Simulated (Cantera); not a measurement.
Feed: 1 mol Si₂Cl₆, 150 mol N₂, 0.0082 mol Cl₂, equilibrated at 1098.15 K and 62000 Pa.

Equilibrium computed with Cantera from the NASA thermochemical tables; the gas is ideal and each condensed phase is pure. Candidate condensed phases: Si, Si₃N₄; 13 gas species. The feed counts by its element totals alone. N₂ is the only nitrogen source here; it is nearly inert below about 1500 K, so the nitride shown seldom forms there in practice. The tables' values for SiCl₃ are old estimates; treat these amounts as uncertain. Kinetics and transport are ignored.

Base state: N₂ 0.990, SiCl₄ 0.00993, SiCl₃ 2.08e-5 (mole fractions); condensed: Si₃N₄(s).

Problem. What changes in the equilibrium state with this change: Cl₂ from 0.0082 to 0.83 mol?

Solution. 
| species | before | after |
|---|---|---|
| N₂ | 0.990 | 0.987 |
| SiCl₄ | 0.00993 | 0.0126 |
| SiCl₃ | 2.08e-5 | 2.49e-5 |
| Si₃N₄(s), mol | 0.165 | 0.0280 |

Problem. What changes in the equilibrium state with this change: 0.99 mol NH₃ added?

Solution. 
| species | before | after |
|---|---|---|
| N₂ | 0.990 | 0.976 |
| HCl | 0 | 0.0163 |
| SiCl₄ | 0.00993 | 0.00571 |
| H₂ | 0 | 0.00151 |
| SiCl₃ | 2.08e-5 | 1.38e-5 |
| Si₃N₄(s), mol | 0.165 | 0.374 |
Further candidate phases: NH₄Cl.
